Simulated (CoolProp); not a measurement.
Model: reference Helmholtz-energy equation of state, Zhou 2012, in CoolProp.

### Question
For o-xylene, give the phase and the cp (kJ/(kg K)), cv (kJ/(kg K)), viscosity (µPa s) at 620 K and 0.0591 MPa; 620 K and 0.541 MPa.

### Answer
- 620 K and 0.0591 MPa: gas; cp 2.28, cv 2.20, viscosity 13.4
- 620 K and 0.541 MPa: gas; cp 2.32, cv 2.22, viscosity 13.6

Viscosity comes from a separate model (Cao 2016).
